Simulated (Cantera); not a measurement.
An adiabatic, constant-volume homogeneous reactor starts with C₃H₈ : O₂ : N₂ = 1 : 4.55 : 54.5 (molar parts), at 1350 K and 0.310 bar. Integrator tolerance rtol = 1e-08.

Computed with Cantera and GRI-Mech 3.0 (53 species, 325 reactions). GRI-Mech 3.0 was tuned for natural gas; its chemistry of propane as a main component is partial and can be far from experiment.

Question: What does this change do: C3H8 1 to 2 parts?

Answer: 
```json
[
 {"quantity": "time of steepest temperature rise", "before": "1.62 ms", "after": "1.94 ms"},
 {"quantity": "temperature at 0.800 s", "before": "2301 K", "after": "2031 K"},
 {"quantity": "equilibrium temperature", "before": "2301 K", "after": "2032 K"},
 {"quantity": "x(C₃H₈) at 0.800 s", "before": "<1e-12 (gas-phase equilibrium <1e-12)", "after": "<1e-12 (gas-phase equilibrium <1e-12)"},
 {"quantity": "x(O₂) at 0.800 s", "before": "0.00134 (gas-phase equilibrium 0.00134)", "after": "5.69e-8 (gas-phase equilibrium 5.70e-8)"},
 {"quantity": "x(CH₂CO) at 0.800 s", "before": "<1e-12 (gas-phase equilibrium <1e-12)", "after": "<1e-12 (gas-phase equilibrium <1e-12)"},
 {"quantity": "x(CO₂) at 0.800 s", "before": "0.0339 (gas-phase equilibrium 0.0339)", "after": "0.00798 (gas-phase equilibrium 0.00798)"},
 {"quantity": "x(OH) at 0.800 s", "before": "0.00186 (gas-phase equilibrium 0.00186)", "after": "3.91e-5 (gas-phase equilibrium 3.91e-5)"}
]
```

Question: What does this change do: 0.97 parts H2 added?

Answer: 
| quantity | before | after |
|---|---|---|
| time of steepest temperature rise | 1.62 ms | 1.28 ms |
| temperature at 0.800 s | 2301 K | 2306 K |
| equilibrium temperature | 2301 K | 2306 K |
| x(C₃H₈) at 0.800 s | <1e-12 (gas-phase equilibrium <1e-12) | <1e-12 (gas-phase equilibrium <1e-12) |
| x(O₂) at 0.800 s | 0.00134 (gas-phase equilibrium 0.00134) | 0.000398 (gas-phase equilibrium 0.000398) |
| x(CH₂CO) at 0.800 s | <1e-12 (gas-phase equilibrium <1e-12) | <1e-12 (gas-phase equilibrium <1e-12) |
| x(CO₂) at 0.800 s | 0.0339 (gas-phase equilibrium 0.0339) | 0.0263 (gas-phase equilibrium 0.0263) |
| x(OH) at 0.800 s | 0.00186 (gas-phase equilibrium 0.00186) | 0.00150 (gas-phase equilibrium 0.00150) |
